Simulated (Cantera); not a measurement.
A closed system holds: 1 mol FeCl3, 0.54 mol HCl, 1 mol N2, 0.039 mol O2, at 61000 Pa.

Equilibrium computed with Cantera from the NASA thermochemical tables; the gas is ideal and each condensed phase is pure. Candidate condensed phases: Fe, FeCl2, FeCl3, FeO, Fe(OH)2, Fe(OH)3, Fe2O3, Fe3O4, H2O, NH4Cl; 37 gas species. Equilibrium is a limit: real reactors are often held back by kinetics, nucleation or transport. All values below are at 1075 °C.

Base state: N2 0.364, FeCl3 0.231, HCl 0.193, FeCl2 0.122, Cl2 0.0710, O2 0.00811, Cl 0.00640, H2O 0.00197 (mole fractions); condensed: Fe2O3(s).

Q: What changes in the equilibrium state with this change: N2 from 1 to 0.36 mol?

A: 
```tsv
species	before	after
FeCl3	0.231	0.315
HCl	0.193	0.253
N2	0.364	0.173
Cl2	0.0710	0.0909
FeCl2	0.122	0.146
Fe2Cl6	0.00102	0.00188
Fe2Cl4	0.00126	0.00182
H2O	0.00197	0.00277
NO	7.15e-5	5.13e-5
Fe2O3(s), mol	0.00928	0.0117
```

Q: What changes in the equilibrium state with this change: O2 from 0.039 to 1.5 mol?

A: 
| species | before | after |
|---|---|---|
| O2 | 0.00811 | 0.273 |
| N2 | 0.364 | 0.251 |
| Cl2 | 0.0710 | 0.215 |
| FeCl3 | 0.231 | 0.0875 |
| FeCl2 | 0.122 | 0.0264 |
| Cl | 0.00640 | 0.0111 |
| HCl | 0.193 | 0.132 |
| Fe2Cl4 | 0.00126 | 5.93e-5 |
| ClO | 1.37e-5 | 0.000139 |
| Fe2Cl6 | 0.00102 | 0.000145 |
| NO | 7.15e-5 | 0.000345 |
| Fe2O3(s), mol | 0.00928 | 0.273 |
